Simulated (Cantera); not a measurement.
What does this Cantera script print?

```python
import numpy as np
import cantera as ct

gas = ct.Solution("h2o2.yaml")
gas.TPX = 600, 750000, {'H2': 1, 'O2': 0.714, 'N2': 2.69}
flame = ct.FreeFlame(gas, width=0.0098)
flame.set_refine_criteria(ratio=3, slope=0.08, curve=0.16)
flame.transport_model = "mixture-averaged"
flame.solve(loglevel=0, auto=True)
flame.transport_model = "multicomponent"
flame.soret_enabled = False
flame.solve(loglevel=0, refine_grid=True)
z, T = flame.grid, flame.T
thick = (T[-1] - T[0]) / np.gradient(T, z).max()
show = ['H2', 'O2', 'H2O', 'H', 'OH', 'HO2']
print(f"laminar burning velocity  {flame.velocity[0] * 100:.3f} cm/s")
print(f"burnt temperature         {T[-1]:.1f} K")
print(f"thermal thickness         {thick * 1e3:.4f} mm")
print(f"grid points               {len(z)}")
z0 = z[flame.heat_release_rate.argmax()]
print(f"{'z/mm':>9s}{'T/K':>9s}{'u/(m/s)':>9s}" + "".join(f"{s:>11s}" for s in show))
rows = []
for k in (-3, -2, -1.5, -1, -0.5, -0.25, 0, 0.25, 0.5, 1, 2, 4, 8):
    zz = z0 + k * thick
    rows.append([k * thick, np.interp(zz, z, T), np.interp(zz, z, flame.velocity),
                 *(np.interp(zz, z, flame.X[gas.species_index(s)]) for s in show)])
    print(f"{rows[-1][0] * 1e3:9.3f}{rows[-1][1]:9.1f}{rows[-1][2]:9.3f}" + "".join(f"{x:11.3e}" for x in rows[-1][3:]))
```

Output:

```
laminar burning velocity  313.090 cm/s
burnt temperature         2221.1 K
thermal thickness         0.0372 mm
grid points               113
     z/mm      T/K  u/(m/s)         H2         O2        H2O          H         OH        HO2
   -0.112    600.0    3.130  2.267e-01  1.622e-01  7.812e-07  1.519e-13  4.017e-13  1.296e-08
   -0.074    600.3    3.126  2.252e-01  1.625e-01  1.421e-05  1.075e-11  2.850e-11  3.216e-07
   -0.056    601.4    3.120  2.220e-01  1.632e-01  8.227e-05  1.174e-10  3.166e-10  2.248e-06
   -0.037    610.2    3.126  2.110e-01  1.652e-01  8.088e-04  5.850e-09  1.379e-08  3.017e-05
   -0.019    746.4    3.665  1.667e-01  1.667e-01  1.635e-02  5.204e-05  6.470e-05  7.873e-04
   -0.009   1066.8    5.095  1.195e-01  1.514e-01  6.056e-02  1.315e-03  8.502e-04  9.003e-04
    0.000   1452.6    6.839  6.808e-02  1.179e-01  1.284e-01  5.407e-03  3.220e-03  4.987e-04
    0.009   1720.7    8.067  3.324e-02  8.662e-02  1.817e-01  7.864e-03  7.272e-03  2.674e-04
    0.019   1876.5    8.778  1.774e-02  7.043e-02  2.080e-01  7.012e-03  1.031e-02  1.567e-04
    0.037   2028.4    9.451  8.815e-03  6.121e-02  2.261e-01  3.842e-03  1.154e-02  7.600e-05
    0.074   2136.8    9.911  4.305e-03  5.857e-02  2.369e-01  1.287e-03  9.448e-03  3.246e-05
    0.149   2193.6   10.144  1.736e-03  5.812e-02  2.432e-01  3.180e-04  6.436e-03  1.352e-05
    0.297   2215.3   10.231  7.375e-04  5.828e-02  2.459e-01  9.130e-05  4.448e-03  7.585e-06
```

Model: the H2/O2 subset of GRI-Mech 3.0, which has no nitrogen chemistry, integrated in Cantera. The hydrogen kinetics of GRI-Mech 3.0 are dated; newer H2 mechanisms differ, most at raised pressure. Burning velocities carry a grid error of a few per cent, more on coarse grids.
